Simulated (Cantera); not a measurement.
A closed system holds: 1 mol SiH₄, a varied amount of HCl, 5.6 mol N₂, at 1548.15 K and 100000 Pa.

Cantera equilibrium calculation (NASA polynomials, part measured and part estimated; ideal gas, pure solids and liquids). Candidate condensed phases: NH₄Cl, Si, Si₃N₄; 28 gas species. Rates play no part.

Question: What share of the Si ends up in condensed phases as a function of n(HCl) (mol), at 0.32, 0.43, 0.57, 0.75, 1, 1.3, 1.8, 2.4?

Answer: 
```
n(HCl) (mol)  Si condensed (%)        as
------------  ----------------  --------
0.32                      99.9  Si₃N₄(s)
0.43                      99.9  Si₃N₄(s)
0.57                      99.7  Si₃N₄(s)
0.75                      99.5  Si₃N₄(s)
1                         98.9  Si₃N₄(s)
1.3                       97.8  Si₃N₄(s)
1.8                       94.9  Si₃N₄(s)
2.4                       89.9  Si₃N₄(s)
```
